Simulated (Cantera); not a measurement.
**Premixed flame**

A freely propagating, adiabatic, planar premixed flame of 9.81 % CH4, 6.48 % CO, 17.6 % O2, 66.1 % N2, equivalence ratio 1.3, unburnt at 600 K and 7.99 atm; mixture-averaged transport, grid criteria slope 0.08 and curve 0.16, no radiation.

Cantera simulation using GRI-Mech 3.0 (53 species, 325 reactions); the numbers are that mechanism's predictions, not measurements. Burning velocities carry a grid error of a few per cent, more on coarse grids.

```json
[
 {"z (mm)": "-0.223", "T (K)": "601", "u (m/s)": "0.571", "x CH4": "0.0979", "x CO": "0.0646", "x O2": "0.175", "x NO2": "<1e-8", "x H2": "0.00196", "x CO2": "1.82e-6"},
 {"z (mm)": "-0.148", "T (K)": "609", "u (m/s)": "0.580", "x CH4": "0.0970", "x CO": "0.0645", "x O2": "0.174", "x NO2": "4.92e-8", "x H2": "0.00521", "x CO2": "3.73e-5"},
 {"z (mm)": "-0.111", "T (K)": "630", "u (m/s)": "0.603", "x CH4": "0.0952", "x CO": "0.0645", "x O2": "0.172", "x NO2": "2.01e-7", "x H2": "0.00855", "x CO2": "0.000175"},
 {"z (mm)": "-0.0742", "T (K)": "749", "u (m/s)": "0.722", "x CH4": "0.0873", "x CO": "0.0659", "x O2": "0.163", "x NO2": "1.14e-6", "x H2": "0.0145", "x CO2": "0.00151"},
 {"z (mm)": "-0.0371", "T (K)": "1221", "u (m/s)": "1.19", "x CH4": "0.0575", "x CO": "0.0753", "x O2": "0.121", "x NO2": "1.75e-6", "x H2": "0.0227", "x CO2": "0.0116"},
 {"z (mm)": "-0.0186", "T (K)": "1632", "u (m/s)": "1.61", "x CH4": "0.0305", "x CO": "0.0859", "x O2": "0.0783", "x NO2": "4.93e-7", "x H2": "0.0269", "x CO2": "0.0254"},
 {"z (mm)": "0", "T (K)": "2008", "u (m/s)": "1.98", "x CH4": "0.00740", "x CO": "0.0943", "x O2": "0.0339", "x NO2": "5.14e-8", "x H2": "0.0287", "x CO2": "0.0449"},
 {"z (mm)": "0.0186", "T (K)": "2179", "u (m/s)": "2.14", "x CH4": "0.000698", "x CO": "0.0905", "x O2": "0.0106", "x NO2": "1.86e-8", "x H2": "0.0272", "x CO2": "0.0627"},
 {"z (mm)": "0.0371", "T (K)": "2232", "u (m/s)": "2.18", "x CH4": "4.90e-5", "x CO": "0.0834", "x O2": "0.00355", "x NO2": "1.66e-8", "x H2": "0.0265", "x CO2": "0.0733"},
 {"z (mm)": "0.0742", "T (K)": "2273", "u (m/s)": "2.21", "x CH4": "5.07e-7", "x CO": "0.0781", "x O2": "0.000989", "x NO2": "1.39e-8", "x H2": "0.0270", "x CO2": "0.0801"},
 {"z (mm)": "0.148", "T (K)": "2306", "u (m/s)": "2.24", "x CH4": "<1e-8", "x CO": "0.0769", "x O2": "0.000357", "x NO2": "1.02e-8", "x H2": "0.0273", "x CO2": "0.0817"},
 {"z (mm)": "0.297", "T (K)": "2326", "u (m/s)": "2.26", "x CH4": "<1e-8", "x CO": "0.0769", "x O2": "0.000121", "x NO2": "<1e-8", "x H2": "0.0273", "x CO2": "0.0818"},
 {"z (mm)": "0.594", "T (K)": "2335", "u (m/s)": "2.27", "x CH4": "<1e-8", "x CO": "0.0769", "x O2": "4.83e-5", "x NO2": "<1e-8", "x H2": "0.0273", "x CO2": "0.0818"}
]
```
x: mole fraction of selected species; z is measured from the peak of heat release.

```yaml
laminar_burning_velocity: 56.9 cm/s
thermal_thickness: 0.0742 mm
peak x(H2): 0.0288
grid_points: 150
```
